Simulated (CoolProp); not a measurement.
Values from CoolProp's reference Helmholtz-energy equation of state, Leachman 2009.

Q: For normal hydrogen, give the phase and the Joule-Thomson coefficient (K/MPa), viscosity (µPa s), conductivity (mW/(m K)) at -81.85 °C and 1.61 MPa.

A: 
- -81.85 °C and 1.61 MPa: supercritical; Joule-Thomson coefficient 0.0246, viscosity 6.57, conductivity 130

Viscosity comes from a separate model (Muzny 2013). Thermal conductivity comes from a separate model (Assael 2011).
